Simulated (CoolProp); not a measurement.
Values from CoolProp's reference Helmholtz-energy equation of state, Schroeder 2014.

Q: For ethanol, give the phase and the density (kg/m³), speed of sound (m/s) at 510.8 K and 168 bar.

A: 
- 510.8 K and 168 bar: liquid; density 549, speed of sound 553
